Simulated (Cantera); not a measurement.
Mixture: 12.0 % CH4, 18.5 % O2, 69.5 % N2, at 130000 Pa, adiabatic and at constant pressure. Ignition delay is the time to a rise of 400 K.

Computed with Cantera and GRI-Mech 3.0 (53 species, 325 reactions).

Task: At T0 = 1400 K, what is the delay, and which 7 reactions control it most (d ln τ / d ln k, from doubling and halving each rate constant)?

Result: The delay is 3.22 ms.
```csv
reaction,d ln τ / d ln k,faster rate
2 CH3 (+M) <=> C2H6 (+M),0.47,lengthens it
CH3 + O2 <=> CH3O + O,-0.43,shortens it
H + O2 <=> O + OH,-0.30,shortens it
CH3 + O2 <=> CH2O + OH,-0.28,shortens it
CH4 + H <=> CH3 + H2,0.25,lengthens it
CH2O + O2 <=> HCO + HO2,-0.19,shortens it
CH3 + HO2 <=> CH3O + OH,-0.18,shortens it
```
